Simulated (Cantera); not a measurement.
Feed: 1 mol SF6, 8.4 mol H2O, 4.1 mol H2, equilibrated at 10.0 Torr.

Method: chemical equilibrium by Gibbs-energy minimisation in Cantera with the NASA 1993 tables (ideal gas, pure condensed phases). Candidate condensed phases: H2O, H2SO4, S; 71 gas species. Ions and electrons are included (thermal ionisation). The numbers say what is thermodynamically allowed, not how fast it happens. All values below are at 4750 K.

Base state: H 0.618, O 0.208, F 0.148, S 0.0247, HF 0.00114, H2 0.000222, OH 0.000138, e- 9.58e-5 (mole fractions); condensed: gas only.

Q: What changes in the equilibrium state with this change: pressure from 10.0 Torr to 0.0750 Torr?

A: 
```tsv
species	before	after
H	0.618	0.618
O	0.208	0.208
F	0.148	0.148
HF	0.00114	8.58e-6
S	0.0247	0.0237
e-	9.58e-5	0.00108
SO	1.67e-5	1.20e-7
O2	2.26e-5	1.69e-7
```
